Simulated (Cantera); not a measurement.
A closed system holds: 1 mol SiCl4, 0.0049 mol Cl2, 3.9 mol N2, equilibrated at 13.0 mbar.

Equilibrium computed with Cantera from the NASA thermochemical tables; the gas is ideal and each condensed phase is pure. Candidate condensed phases: Si, Si3N4; 13 gas species. The tables' values for SiCl3 are old estimates; treat these amounts as uncertain. Rates play no part. All values below are at 1598 K.

Base state: N2 0.783, SiCl4 0.188, Cl 0.0159, SiCl3 0.0112, SiCl2 0.00165, Cl2 0.000279 (mole fractions); condensed: gas only.

What changes in the equilibrium state with this change: pressure from 13.0 mbar to 38.0 mbar?


```csv
species,before,after
N2,0.783,0.788
SiCl4,0.188,0.195
Cl,0.0159,0.00934
SiCl3,0.0112,0.00676
SiCl2,0.00165,0.000581
Cl2,0.000279,0.000281
```
